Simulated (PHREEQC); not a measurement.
Consider water at 50 °C with 0.00031 mol CaSO4 and 5.5e-05 mol Na2CO3 per kg of water. Closed to the air; pH follows from the charge balance.

All values are PHREEQC results (ion-association model, phreeqc.dat), not measurements.

This is a speciation only: nothing precipitates in the calculation.

### Question
Order these Ca species by the share of Ca that they hold, largest first: Ca+2, CaCO3, CaSO4.

### Answer
Ca+2 (95 %), CaSO4 (4.3 %), CaCO3 (0.72 %)

The pH is 8.94 and the ionic strength 0.00129 mol/kgw. Away from 25 °C the constants follow the database's enthalpies or fits; those with neither stay at their 25 °C values.
